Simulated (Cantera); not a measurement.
## Calcination and drying: CaCO₃ + H₂O + H₂

Charge: 1 mol CaCO₃, 2.3 mol H₂O, 2.1 mol H₂, at 6.60 bar.

Equilibrium computed with Cantera from the NASA thermochemical tables; the gas is ideal and each condensed phase is pure. Candidate condensed phases: C, C₆H₆, C₇H₈, C₈H₁₈, Ca, CaCO₃, CaO, Ca(OH)₂, H₂O; 115 gas species. Mutual solubility and eutectic melting of coexisting phases are not modelled. Equilibrium is a limit: real reactors are often held back by kinetics, nucleation or transport.

From 602 °C to 802 °C the condensed part is CaCO₃(calcite) + CaO(s). From 902 °C to 1802 °C the condensed part is CaO(s).

```
T (°C)  x H₂O   x H₂      x CO     x CO₂  n CaCO₃(calcite)  n CaO(s)
------  -----  -----  --------  --------  ----------------  --------
602     0.528  0.469  0.000147  0.000436             0.988    0.0123
702     0.526  0.465   0.00272   0.00491             0.959    0.0413
802     0.519  0.419    0.0260    0.0346             0.712     0.288
902     0.507  0.308    0.0809     0.104                 0      1.00
1002    0.517  0.298    0.0907    0.0945                 0      1.00
1102    0.525  0.290    0.0988    0.0864                 0      1.00
1202    0.531  0.283     0.106    0.0797                 0     1.000
1302    0.537  0.278     0.111    0.0741                 0     1.000
1402    0.542  0.273     0.116    0.0693                 0     1.000
1502    0.546  0.269     0.120    0.0653                 0     1.000
1602    0.549  0.266     0.123    0.0619                 0     1.000
1702    0.552  0.263     0.126    0.0590                 0     1.000
1802    0.554  0.260     0.129    0.0565                 0     0.999
```
x: gas mole fraction; n: condensed amount in mol.
